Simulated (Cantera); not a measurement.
Mixture: CH₄ : O₂ : N₂ = 1 : 3.12 : 11.8 (molar parts), at 1.01 bar, adiabatic and at constant pressure. Ignition delay is the time to a rise of 400 K.

Cantera simulation using GRI-Mech 3.0 (53 species, 325 reactions); the numbers are that mechanism's predictions, not measurements.

Task: Predict: delay at 1200 K; delay at 1400 K; delay at 1600 K; delay at 1800 K; delay at 2000 K; apparent activation energy between 1900 and 2100 K.

Result: 
```
Quantity                                                Result
--------------------------------------------------  ----------
delay at 1200 K                                        36.0 ms
delay at 1400 K                                        2.80 ms
delay at 1600 K                                       0.418 ms
delay at 1800 K                                       0.108 ms
delay at 2000 K                                        38.6 µs
apparent activation energy between 1900 and 2100 K  150 kJ/mol
```
